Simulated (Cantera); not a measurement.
A perfectly stirred reactor is fed with CH4 : H2 : CO2 = 0.048 : 1 : 0.0053 (molar parts), at 0.0263 atm; it is held at 1525 K, and followed from long to short residence time.

Model: GRI-Mech 3.0 (53 species, 325 reactions), integrated in Cantera. GRI-Mech 3.0 stops at C3 and has no aromatics, soot or wall deposition, so with more carbon than oxygen in the feed, carbon stays in small species such as C2H2 where larger ones or solid carbon would form. Radical loss at walls, strong at low pressure, is not modelled.

### Question
What does this change do: pressure from 0.0263 atm to 0.227 atm?

### Answer
```
quantity                  before    after
----------------------  --------  -------
x(CH4) at τ = 29.0 s      0.0219   0.0211
x(H2) at τ = 29.0 s        0.957    0.958
x(CO2) at τ = 29.0 s    0.000204  7.09e-5
x(O) at τ = 29.0 s      1.84e-12   <1e-12
x(C2H6) at τ = 29.0 s    7.54e-7  1.24e-6
x(CH4) at τ = 77.0 ms     0.0454   0.0451
x(H2) at τ = 77.0 ms       0.949    0.949
x(CO2) at τ = 77.0 ms    0.00487  0.00424
x(O) at τ = 77.0 ms       <1e-12   <1e-12
x(C2H6) at τ = 77.0 ms   1.22e-6  3.14e-6
```

### Question
What does this change do: temperature 1525 to 2600 K?

### Answer
| quantity | before | after |
|---|---|---|
| x(CH4) at τ = 29.0 s | 0.0219 | 2.56e-6 |
| x(H2) at τ = 29.0 s | 0.957 | 0.767 |
| x(CO2) at τ = 29.0 s | 0.000204 | 5.43e-9 |
| x(O) at τ = 29.0 s | 1.84e-12 | 7.12e-10 |
| x(C2H6) at τ = 29.0 s | 7.54e-7 | <1e-12 |
| x(CH4) at τ = 77.0 ms | 0.0454 | 0.000174 |
| x(H2) at τ = 77.0 ms | 0.949 | 0.880 |
| x(CO2) at τ = 77.0 ms | 0.00487 | 4.98e-6 |
| x(O) at τ = 77.0 ms | <1e-12 | 2.13e-7 |
| x(C2H6) at τ = 77.0 ms | 1.22e-6 | 7.98e-10 |
